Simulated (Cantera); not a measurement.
What does this Cantera script print?

```python
import numpy as np
import cantera as ct

gas_names = """
    CL CL2 H HCL H2 N NH NH2 NH3 N2 N2H2 N2H4 Si SiCL SiCL2 SiCL3 SiCL4 SiH SiHCL3 SiH2 SiH2CL2 SiH3
    SiH3CL SiH4 SiN Si2 Si2N Si3
""".split()
cond_names = """
    NH4CL(a) NH4CL(b) Si(cr) Si(L) Si3N4(a)
""".split()


def load(file, names, dense=False):
    # The tables refer to 1 bar. Condensed volumes are neglected.
    table = {s.name: s for s in ct.Species.list_from_file(file)}
    out = []
    for n in names:
        d = dict(table[n].input_data)
        d["thermo"] = dict(d["thermo"], **{"reference-pressure": 1e5})
        if dense:
            d["equation-of-state"] = {"model": "constant-volume", "density": "1e6 g/cm^3"}
        out.append(ct.Species.from_dict(d))
    return out


gas = ct.Solution(thermo="ideal-gas", species=load("nasa_gas.yaml", gas_names))
cond = {s.name: ct.Solution(thermo="fixed-stoichiometry", species=[s], name=s.name)
        for s in load("nasa_condensed.yaml", cond_names, dense=True)}
atoms = {
    'SiHCl3': {'Si': 1, 'H': 1, 'CL': 3},
    'N2': {'N': 2},
}
top_T = {'Si3N4(a)': 2400}  # K; cautious upper limits of use, not melting points


def equilibrate(T, P, feed):
    n = {}
    for name, mol in feed.items():
        for a, k in atoms[name].items():
            n[a] = n.get(a, 0.0) + k * mol
    gas.TPX = T, P, n
    mass = sum(n.values()) * gas.mean_molecular_weight
    gas.equilibrate("TP")
    valid = [c for c in cond.values() if c.min_temp <= T <= top_T.get(c.name, c.max_temp)]
    mix = ct.Mixture([(gas, mass / gas.mean_molecular_weight)] + [(c, 0.0) for c in valid])
    mix.T, mix.P = T, P
    mix.equilibrate("TP", solver="vcs", rtol=1e-11, max_steps=5000)
    return mix


results = []
T = 1648  # K
P = 44000  # Pa
for m in [21, 26, 32, 40, 50, 62, 76, 95, 120, 150, 180, 220, 280]:
    feed = {'SiHCl3': 1, 'N2': m}  # mol
    mix = equilibrate(T, P, feed)
    results.append((T, P, feed, dict(zip(mix.species_names, mix.species_moles))))

top = {s: max(r[3][s] / sum(r[3][g] for g in gas_names) for r in results) for s in gas_names}
cols = sorted((s for s in top if top[s] > 1e-06), key=lambda s: -top[s])[:7]
seen = [c for c in cond_names if any(r[3].get(c, 0) > 1e-12 for r in results)]
print("log10 of partial pressures in bar; condensed amounts in mol")
print(f"{'n(N2)':>10s}" + "".join(f"{s[:9]:>10s}" for s in cols + seen))
for T, P, feed, n in results:
    ng = sum(n[g] for g in gas_names)
    print(f"{feed['N2']:10.4g}" + "".join(f"{np.log10(max(n[s] / ng * P / 1e5, 1e-99)):10.3f}" for s in cols)
          + "".join(f"{n.get(c, 0):10.4g}" for c in seen))
```

Result:

```
log10 of partial pressures in bar; condensed amounts in mol
     n(N2)        N2       HCL     SiCL2     SiCL3     SiCL4        H2    SiHCL3  Si3N4(a)
        21    -0.391    -1.788    -2.073    -2.436    -2.455    -2.808    -4.253   0.06501
        26    -0.385    -1.871    -2.136    -2.527    -2.575    -2.916    -4.398   0.06159
        32    -0.380    -1.953    -2.197    -2.618    -2.695    -3.022    -4.542   0.05811
        40    -0.375    -2.042    -2.265    -2.719    -2.828    -3.135    -4.699   0.05423
        50    -0.372    -2.133    -2.335    -2.822    -2.965    -3.249    -4.859   0.05025
        62    -0.369    -2.221    -2.403    -2.924    -3.100    -3.358    -5.015   0.04637
        76    -0.367    -2.304    -2.470    -3.022    -3.231    -3.461    -5.166    0.0427
        95    -0.365    -2.397    -2.544    -3.133    -3.378    -3.574    -5.332   0.03871
       120    -0.363    -2.495    -2.623    -3.251    -3.536    -3.691    -5.509   0.03462
       150    -0.362    -2.588    -2.700    -3.366    -3.689    -3.802    -5.680   0.03084
       180    -0.361    -2.665    -2.765    -3.463    -3.817    -3.892    -5.821   0.02788
       220    -0.360    -2.750    -2.837    -3.570    -3.961    -3.990    -5.978   0.02475
       280    -0.359    -2.853    -2.925    -3.702    -4.136    -4.108    -6.169   0.02122
```

Equilibrium computed with Cantera from the NASA thermochemical tables; the gas is ideal and each condensed phase is pure. The tables' values for SiCl3 are old estimates; treat these amounts as uncertain.
